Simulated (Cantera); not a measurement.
A diamond (100) surface in a fixed gas of H2 with x(CH4) = 0.0029, x(H) = 0.01, at 1400 K, 0.276 atm; coverages are run to steady state.

Detailed kinetics in Cantera: the Harris–Goodwin 1993 mechanism for the reconstructed diamond (100) surface.

One state of this run: growth (µm/h) = 3.18; θ c6HH = 0.333; θ c6H* = 0.0601; θ c6*H = 0.545; θ c6** = 0.0624; θ c6HM = 5.07e-5. θ: site fractions in the mechanism's names (c6HH fully hydrogenated, c6H* and c6*H radical sites, c6** diradical, c6HM methylated).

**Question.** Which value of x(CH3) does it belong to?
(A) 2.6e-05
(B) 0.00013
(C) 5.8e-05
(D) 2.3e-06

**Answer.** A, 2.6e-05
